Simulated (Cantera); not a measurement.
## Thermodynamics of thermal oxidation and active oxidation of silicon, feed Si + N2O + N2

Input: 1 mol Si, 0.041 mol N2O, 4.6 mol N2, at 2175 K and 1.00 Torr.

Equilibrium computed with Cantera from the NASA thermochemical tables; the gas is ideal and each condensed phase is pure. Candidate condensed phases: Si, SiO2, Si2N2O, Si3N4; 16 gas species. The tables' values for SiN are old estimates; treat these amounts as uncertain. Kinetics and transport are ignored.

```yaml
x(N2): 0.825
x(Si): 0.164
x(SiO): 0.00730
x(Si2): 0.00188
x(SiN): 0.000962
x(Si2N): 0.000819
x(Si3): 0.000281
gas_amount: 5.618 mol
log10 activity of Si(l) (absent): -0.12
```
